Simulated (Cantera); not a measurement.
Cu2O + C + CO (carbothermic reduction)

A closed system holds: 1 mol Cu2O, a varied amount of C, 0.015 mol CO, at 2102 °C and 13.3 mbar.

Method: chemical equilibrium by Gibbs-energy minimisation in Cantera with the NASA 1993 tables (ideal gas, pure condensed phases). Candidate condensed phases: C, Cu, CuO, Cu2O; 15 gas species. Equilibrium is a limit: real reactors are often held back by kinetics, nucleation or transport.

```
n(C) (mol)   x Cu    x CO    x CO2      x O2       x O  n C(graphite)
----------  -----  ------  -------  --------  --------  -------------
0.5         0.755  0.0896    0.106    0.0352    0.0123              0
0.57        0.747   0.113    0.106    0.0222   0.00977              0
0.64        0.736   0.142   0.1000    0.0125   0.00734              0
0.72        0.722   0.181   0.0850   0.00554   0.00489              0
0.81        0.703   0.230   0.0605   0.00174   0.00274              0
0.91        0.682   0.287   0.0291  0.000259   0.00106              0
1           0.662   0.337  1.36e-7    <1e-12   4.21e-9              0
1.2         0.662   0.337  8.75e-9    <1e-12  2.71e-10          0.200
1.3         0.662   0.337  8.75e-9    <1e-12  2.71e-10          0.300
1.5         0.662   0.337  8.75e-9    <1e-12  2.71e-10          0.500
1.7         0.662   0.337  8.75e-9    <1e-12  2.71e-10          0.700
1.9         0.662   0.337  8.75e-9    <1e-12  2.71e-10          0.900
2.1         0.662   0.337  8.75e-9    <1e-12  2.71e-10           1.10
```
x: gas mole fraction; n: condensed amount in mol.

From 0.5 mol C to 1 mol C nothing is condensed. From 1.2 mol C to 2.1 mol C the condensed part is C(graphite). The main Cu-bearing gas is Cu throughout.
